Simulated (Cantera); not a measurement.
An adiabatic, constant-pressure homogeneous reactor starts with 22.6 % CO, 8.57 % H2, 11.1 % O2, 41.7 % N2, 16.0 % H2O, at 1000 K and 1.68 atm.

Model: GRI-Mech 3.0 (53 species, 325 reactions), integrated in Cantera.

x: mole fraction; the columns are a selection and need not sum to one.

```csv
t (s),T (K),x CO,x H2,x O2,x HO2,x O,x N2O,x NO2
1.00e-6,1000,0.226,0.0857,0.111,1.71e-11,3.88e-11,<1e-12,<1e-12
2.55e-6,1000,0.226,0.0857,0.111,7.54e-11,7.99e-11,<1e-12,<1e-12
6.52e-6,1000,0.226,0.0857,0.111,4.05e-10,1.36e-10,<1e-12,<1e-12
1.66e-5,1000,0.226,0.0857,0.111,1.80e-9,1.78e-10,<1e-12,<1e-12
4.25e-5,1000,0.226,0.0857,0.111,6.01e-9,1.96e-10,<1e-12,<1e-12
0.000108,1000,0.226,0.0857,0.111,1.80e-8,2.33e-10,<1e-12,<1e-12
0.000277,1000,0.226,0.0857,0.111,5.84e-8,3.57e-10,<1e-12,<1e-12
0.000707,1000,0.226,0.0857,0.111,2.70e-7,___,<1e-12,<1e-12
0.00181,1000,0.226,0.0857,0.111,3.84e-6,___,1.79e-12,<1e-12
0.00461,1010,0.225,0.0851,0.111,5.72e-5,___,1.15e-10,<1e-12
0.0118,2485,0.0862,0.0211,0.00254,9.02e-7,0.000523,9.11e-8,7.79e-8
0.0300,2480,0.0866,0.0213,0.00238,8.50e-7,0.000495,9.84e-8,2.05e-7
0.0767,2480,0.0867,0.0213,0.00236,8.41e-7,0.000491,1.01e-7,2.27e-7
0.196,2480,0.0867,0.0213,0.00236,8.41e-7,0.000490,1.01e-7,2.27e-7
0.500,2480,0.0867,0.0213,0.00236,8.41e-7,0.000490,1.01e-7,2.27e-7
```

Task: Fill in the missing entries.

Result: 
- 0.000707, x O: 1.01e-9
- 0.00181, x O: 1.21e-8
- 0.00461, x O: 2.73e-7
